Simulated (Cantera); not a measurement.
A perfectly stirred reactor is fed with 4.30 % C2H6, 17.5 % O2, 65.7 % N2, 12.5 % H2O, equivalence ratio 0.86, at 3230 Torr; it is adiabatic with a 775 K inlet, and is followed from long to short residence time, starting on the burning branch (τ in s: 0.11, 0.054, 0.027, 0.013, 0.0065, 0.0032, 0.0016, 0.00077, 0.00038, 0.00019, 9.2e-05).

Computed with Cantera and GRI-Mech 3.0 (53 species, 325 reactions).

**Question.** Predict: blow-out, bracketed by the residence times tried; x(C2H6) at τ = 0.110 s; x(O2) at τ = 0.110 s; x(H2O) at τ = 0.110 s; x(NO2) at τ = 0.110 s; x(HO2) at τ = 0.110 s; x(C2H6) at τ = 3.20 ms; x(O2) at τ = 3.20 ms; x(H2O) at τ = 3.20 ms; x(NO2) at τ = 3.20 ms; x(HO2) at τ = 3.20 ms.

**Answer.** 
| Item | Result |
|---|---|
| blow-out, bracketed by the residence times tried | burning at 92.0 µs, the shortest tried |
| x(C2H6) at τ = 0.110 s | 5.17e-8 |
| x(O2) at τ = 0.110 s | 0.0234 |
| x(H2O) at τ = 0.110 s | 0.244 |
| x(NO2) at τ = 0.110 s | 1.92e-6 |
| x(HO2) at τ = 0.110 s | 3.01e-6 |
| x(C2H6) at τ = 3.20 ms | 1.61e-6 |
| x(O2) at τ = 3.20 ms | 0.0254 |
| x(H2O) at τ = 3.20 ms | 0.243 |
| x(NO2) at τ = 3.20 ms | 2.70e-7 |
| x(HO2) at τ = 3.20 ms | 4.33e-6 |
